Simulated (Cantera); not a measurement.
Source: NASA polynomial tables (part measured, part estimated), evaluated in Cantera. Values are per mole of reaction as written; species without (g) are pure solids or liquids, kept so even where they would boil at 1 bar.

2 Cr2N + N2(g) + 12 OH(g) ⇌ 4 NH3(g) + 4 CrO3(g), with ΔH° = -1576.7 kJ and ΔS° = -691.4 J/K at 300 K.

How far is the shortcut ΔG° ≈ ΔH°(300 K) − T·ΔS°(300 K) from the full temperature-dependent value at 1398, 1473, 1548, 1623, 1698, 1773, 1848 K?


| T (K) | shortcut (kJ) | full (kJ) | difference (kJ) | difference in log10 K |
|---|---|---|---|---|
| 1398 | -610.1 | -512.9 | -97.2 | 3.63 |
| 1473 | -558.2 | -451.9 | -106.3 | 3.77 |
| 1548 | -506.4 | -390.7 | -115.7 | 3.90 |
| 1623 | -454.5 | -329.4 | -125.2 | 4.03 |
| 1698 | -402.7 | -267.8 | -134.9 | 4.15 |
| 1773 | -350.8 | -206.1 | -144.7 | 4.26 |
| 1848 | -299.0 | -144.1 | -154.8 | 4.38 |
The shortcut ignores the heat-capacity change of the reaction.
